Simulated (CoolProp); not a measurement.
A closed Brayton cycle with nitrogen: compressor inlet 309.15 K and 6.1 MPa, high pressure 11.6 MPa, turbine inlet 915 K, compressor efficiency 0.89, turbine efficiency 0.85, recuperator effectiveness 0.8 (on enthalpy, no pinch check). Each further row changes one setting.

Model: reference Helmholtz-energy equation of state, Span 2000, in CoolProp.

```tsv
case	thermal efficiency (%)	net work (kJ/kg)	compressor to turbine work	compressor exit (K)	turbine exit (K)
as stated	28.2	66.8	0.53	380.4	794.7
turbine inlet 865 K	27.0	59.1	0.56	380.4	750.2
compressor inlet 319.15 K	27.5	64.2	0.55	392.6	794.7
high pressure 9.86 MPa	25.1	53.4	0.50	361.1	823.5
recuperator effectiveness 0.5	17.9	66.8	0.53	380.4	794.7
```
